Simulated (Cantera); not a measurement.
# Stirred combustor or abatement burner

A perfectly stirred reactor is fed with 31.6 % H2, 14.4 % O2, 54.0 % N2, at 1.28 atm; it is adiabatic with a 798 K inlet, and is followed from long to short residence time, starting on the burning branch (τ in s: 0.23, 0.099, 0.042, 0.018, 0.0077, 0.0033, 0.0014, 0.00059, 0.00025, 0.00011, 4.6e-05, 1.9e-05).

Model: the H2/O2 subset of GRI-Mech 3.0, which has no nitrogen chemistry, integrated in Cantera.

```
τ (s)    T (K)    x H2     x O2    x HO2  x H2O      x H
-------  -----  ------  -------  -------  -----  -------
0.23      2649  0.0464  0.00470  2.22e-6  0.304  0.00895
0.099     2648  0.0465  0.00472  2.23e-6  0.304  0.00900
0.042     2646  0.0466  0.00479  2.26e-6  0.304  0.00911
0.018     2641  0.0469  0.00494  2.32e-6  0.303  0.00936
0.0077    2629  0.0476  0.00527  2.44e-6  0.302  0.00994
0.0033    2603  0.0491  0.00598  2.69e-6  0.298   0.0112
0.0014    2550  0.0518  0.00738  3.20e-6  0.292   0.0140
0.00059   2457  0.0561  0.00979  4.18e-6  0.281   0.0195
0.00025   2322  0.0609   0.0132  6.05e-6  0.267   0.0284
0.00011   2162  0.0650   0.0170  9.18e-6  0.252   0.0404
4.6e-5    1972  0.0685   0.0219  1.45e-5  0.237   0.0559
1.9e-5    1770  0.0733   0.0285  2.33e-5  0.220   0.0723
```
x: mole fraction; the columns are a selection and need not sum to one.
